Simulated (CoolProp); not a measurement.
Vapour pressure (kPa) of n-perfluorobutane: the reference equation beside estimates from Tc = 113.2 °C, pc = 2322 kPa, ω = 0.372. Clausius-Clapeyron is anchored at 12.45 °C with a constant enthalpy of vaporisation of 22.06 kJ/mol.

The numbers come from the reference Helmholtz-energy equation of state, Gao 2022 in CoolProp.

| T (°C) | reference | Lee-Kesler | Clausius-Clapeyron | van der Waals | Redlich-Kwong | Peng-Robinson |
|---|---|---|---|---|---|---|
| -11.55 | 67.93 | 67.90 | 74.63 | [?] | 152.5 | 68.22 |
| 0.45 | 111.8 | 112.0 | 116.5 | 493.9 | 223.9 | 111.7 |
| 12.45 | 175.0 | 175.6 | 175.0 | [?] | 316.7 | 174.3 |
| 24.45 | [?] | 263.7 | 254.6 | 745.8 | 433.8 | 261.5 |
| 36.45 | 379.8 | 381.7 | 359.7 | [?] | 578.3 | 378.9 |
| 48.45 | 532.8 | 535.4 | 495.2 | 1067 | 752.9 | 532.9 |
| 60.45 | 727.8 | 731.4 | [?] | 1256 | 960.2 | [?] |
| 72.45 | 972.1 | 977.1 | 878.3 | 1464 | 1203 | 979.1 |
| 84.45 | 1275 | 1281 | 1136 | 1692 | 1484 | 1287 |
| 96.45 | 1646 | 1656 | [?] | [?] | 1804 | 1664 |

Question: Some entries are withheld; supply them.

Answer: 
- -11.55, van der Waals: 392.2
- 12.45, van der Waals: 611.5
- 24.45, reference: 262.6
- 36.45, van der Waals: 897.5
- 60.45, Clausius-Clapeyron: 666.3
- 60.45, Peng-Robinson: 730.4
- 96.45, Clausius-Clapeyron: 1446
- 96.45, van der Waals: 1941

Absolute difference from the reference over all 10 rows, mean and median: Lee-Kesler 0.4 and 0.5 %, Clausius-Clapeyron 7.1 and 7.8 %, van der Waals 166.3 and 118.3 %, Redlich-Kwong 54.6 and 46.8 %, Peng-Robinson 0.5 and 0.4 %.
